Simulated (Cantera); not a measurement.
A Cantera script and its output.

```python
import numpy as np
import cantera as ct

gas = ct.Solution("gri30.yaml")
gas.TPX = 700, 290000, {'CH4': 1, 'C2H6': 0.42, 'O2': 4.18, 'N2': 15.7}
flame = ct.FreeFlame(gas, width=0.019)
flame.set_refine_criteria(ratio=3, slope=0.08, curve=0.16)
flame.transport_model = "mixture-averaged"
flame.solve(loglevel=0, auto=True)
z, T = flame.grid, flame.T
thick = (T[-1] - T[0]) / np.gradient(T, z).max()
show = ['CH4', 'C2H6', 'O2', 'H2', 'CH2CO', 'CH2']
print(f"laminar burning velocity  {flame.velocity[0] * 100:.3f} cm/s")
print(f"burnt temperature         {T[-1]:.1f} K")
print(f"thermal thickness         {thick * 1e3:.4f} mm")
print(f"grid points               {len(z)}")
z0 = z[flame.heat_release_rate.argmax()]
print(f"{'z/mm':>9s}{'T/K':>9s}{'u/(m/s)':>9s}" + "".join(f"{s:>11s}" for s in show))
rows = []
for k in (-3, -2, -1.5, -1, -0.5, -0.25, 0, 0.25, 0.5, 1, 2, 4, 8):
    zz = z0 + k * thick
    rows.append([k * thick, np.interp(zz, z, T), np.interp(zz, z, flame.velocity),
                 *(np.interp(zz, z, flame.X[gas.species_index(s)]) for s in show)])
    print(f"{rows[-1][0] * 1e3:9.3f}{rows[-1][1]:9.1f}{rows[-1][2]:9.3f}" + "".join(f"{x:11.3e}" for x in rows[-1][3:]))
```

Output:

```
laminar burning velocity  123.152 cm/s
burnt temperature         2334.8 K
thermal thickness         0.1309 mm
grid points               142
     z/mm      T/K  u/(m/s)        CH4       C2H6         O2         H2      CH2CO        CH2
   -0.393    700.3    1.233  4.690e-02  1.970e-02  1.961e-01  7.231e-04  1.009e-08  5.205e-20
   -0.262    703.2    1.240  4.669e-02  1.967e-02  1.956e-01  1.972e-03  2.166e-07  8.080e-17
   -0.196    712.0    1.257  4.624e-02  1.958e-02  1.946e-01  3.313e-03  1.187e-06  7.219e-15
   -0.131    761.3    1.351  4.417e-02  1.903e-02  1.899e-01  5.793e-03  1.102e-05  6.260e-12
   -0.065   1066.8    1.919  3.303e-02  1.347e-02  1.614e-01  9.972e-03  1.624e-04  8.854e-08
   -0.033   1428.8    2.601  1.967e-02  5.431e-03  1.249e-01  1.216e-02  4.717e-04  5.387e-06
    0.000   1792.0    3.288  5.280e-03  3.029e-04  8.225e-02  1.178e-02  4.596e-04  4.104e-05
    0.033   1954.5    3.583  4.218e-04  8.173e-07  5.769e-02  8.380e-03  7.600e-05  1.153e-05
    0.065   2018.3    3.683  1.695e-05  5.327e-10  4.874e-02  6.597e-03  4.503e-06  6.225e-07
    0.131   2098.4    3.804  3.803e-08  5.812e-15  4.285e-02  5.699e-03  1.777e-08  1.899e-09
    0.262   2187.4    3.942  1.456e-12  2.983e-21  3.895e-02  4.414e-03  1.790e-12  1.948e-13
    0.523   2263.9    4.061  1.265e-16  5.478e-28  3.621e-02  2.826e-03  1.847e-17  7.153e-16
    1.047   2311.9    4.134  6.763e-18  1.177e-29  3.449e-02  1.746e-03  2.287e-19  1.494e-17
```

Computed with Cantera and GRI-Mech 3.0 (53 species, 325 reactions). Burning velocities carry a grid error of a few per cent, more on coarse grids.
